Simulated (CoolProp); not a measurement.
Vapour-liquid equilibrium of toluene (1) + m-xylene (2) at 451.4 K; x and y are mole fractions of (1).

Values from CoolProp's multi-fluid Helmholtz-energy mixture model, Lemmon 2006 and Zhou 2012; pair parameters Bell 2016.

```tsv
x	bubble pressure (MPa)	y at the bubble point	dew pressure at overall composition x (MPa)	liquid density (mol/L)
0.05	0.2735	0.089	0.2680	6.770
0.2	0.3118	0.318	0.2908	6.891
0.35	0.3503	0.500	0.3179	7.016
0.5	0.3878	0.645	0.3504	7.146
0.65	0.4234	0.765	0.3892	7.282
0.8	0.4572	0.870	0.4343	7.428
0.95	0.4894	0.968	0.4835	7.585
```

No azeotrope shows between x = 0.05 and 0.95.

Pair parameters are fitted to limited data, so mixtures are less certain than the pure fluids.
